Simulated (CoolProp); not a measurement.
Nitrogen along the isotherm 112.4 K: Z from the reference equation and from simpler models built on Tc = 126.2 K, pc = 3.396 MPa, ω = 0.037; each cubic takes its own stable root.

Values from CoolProp's reference Helmholtz-energy equation of state, Span 2000.

| p (MPa) | phase | reference |
|---|---|---|
| 0.107 | gas | 0.9851 |
| 0.204 | gas | 0.9713 |
| 0.386 | gas | 0.9445 |
| 0.732 | gas | 0.8896 |
| 1.39 | gas | 0.7623 |
| 2.63 | liquid | 0.1282 |
| 4.98 | liquid | 0.2335 |
| 9.45 | liquid | 0.4223 |
| 17.9 | liquid | 0.7556 |
| 34 | liquid | 1.343 |

Q: How far does each simpler model (van der Waals, Redlich-Kwong, Peng-Robinson) lie from the reference over these 10 states: mean and median of the absolute difference, and the worst?

A: 
- van der Waals: mean 19.5 %, median 19.1 %, worst +45.7 % at 112.4 K and 2.63 MPa
- Redlich-Kwong: mean 1.6 %, median 0.3 %, worst +7.0 % at 112.4 K and 2.63 MPa
- Peng-Robinson: mean 4.9 %, median 3.7 %, worst -11.9 % at 112.4 K and 34 MPa
